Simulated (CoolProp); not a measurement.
Fluoroethane (R161) at several states: Z from the reference equation and from simpler models built on Tc = 102.1 °C, pc = 5010 kPa, ω = 0.216; each cubic takes its own stable root.

Model: reference Helmholtz-energy equation of state, Wu 2012, in CoolProp.

```json
[
 {"T (°C)": "171.15", "p (kPa)": "5000", "phase": "gas", "reference": "0.7838", "van der Waals": "0.7679", "Redlich-Kwong": "0.7740", "Soave-Redlich-Kwong": "0.8000", "Peng-Robinson": "0.7736"},
 {"T (°C)": "-75.45", "p (kPa)": "12.3", "phase": "liquid", "reference": "0.0004138", "van der Waals": "0.9968", "Redlich-Kwong": "0.9952", "Soave-Redlich-Kwong": "0.0004784", "Peng-Robinson": "0.0004248"},
 {"T (°C)": "79.45", "p (kPa)": "717", "phase": "gas", "reference": "0.9349", "van der Waals": "0.9484", "Redlich-Kwong": "0.9392", "Soave-Redlich-Kwong": "0.9377", "Peng-Robinson": "0.9320"},
 {"T (°C)": "25.85", "p (kPa)": "1750", "phase": "liquid", "reference": "0.04751", "van der Waals": "0.7772", "Redlich-Kwong": "0.05955", "Soave-Redlich-Kwong": "0.05718", "Peng-Robinson": "0.05042"}
]
```

At some of these states van der Waals, Redlich-Kwong gives the other phase, because its saturation line lies elsewhere.
